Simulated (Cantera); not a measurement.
An isothermal plug-flow reactor at 725 K and 1.09 atm (inlet), inlet velocity 0.3 m/s, active area per volume 2100 1/m; feed 0.553 % H2, 6.47 % O2, 93.0 % N2.

Model: Deutschmann's 1995 Pt surface mechanism with GRI-Mech 3.0 gas chemistry, integrated in Cantera. Catalytic surfaces can have several steady states; this one follows from the mechanism file's or the stated starting coverage. Mass transfer to the wall is taken as infinitely fast.

x: gas mole fraction; θ: surface coverage.

```
z (m)        x H2    x O2    x H2O  θ free Pt   θ O*    θ OH*
-------  --------  ------  -------  ---------  -----  -------
9.5e-05   0.00120  0.0627  0.00434     0.0389  0.959        ?
0.00016  0.000743  0.0625  0.00480     0.0279  0.970        ?
0.00026  0.000429  0.0623  0.00512     0.0213  0.977        ?
0.00044  0.000198  0.0622  0.00535     0.0172  0.981  0.00166
0.00074   6.62e-5  0.0622  0.00548     0.0152  0.983  0.00158
0.0012    1.41e-5  0.0621  0.00553     0.0145  0.984  0.00154
0.002     1.03e-6  0.0621  0.00555     0.0143  0.984  0.00153
0.0034    1.07e-8  0.0621  0.00555     0.0143  0.984  0.00153
0.0057   5.94e-12  0.0621  0.00555     0.0143  0.984  0.00153
0.0095     <1e-12  0.0621  0.00555     0.0143  0.984  0.00153
```

Q: Complete the blanks.

A: 
- 9.5e-05, θ OH*: 0.00233
- 0.00016, θ OH*: 0.00204
- 0.00026, θ OH*: 0.00182
